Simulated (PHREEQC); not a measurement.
A solution holds 0.0018 mol NH4HF2 per kg of water, at 25 °C. Closed to the air; pH follows from the charge balance.

Equilibrium calculation in PHREEQC: ion-association model, phreeqc.dat.

This is a speciation only: nothing precipitates in the calculation.

**Question.** Order these F species by the share of F that they hold, largest first: HF2-, F-, HF.

**Answer.** F- (62 %), HF (37 %), HF2- (0.64 %)

The pH is 3.37 and the ionic strength 0.00224 mol/kgw.
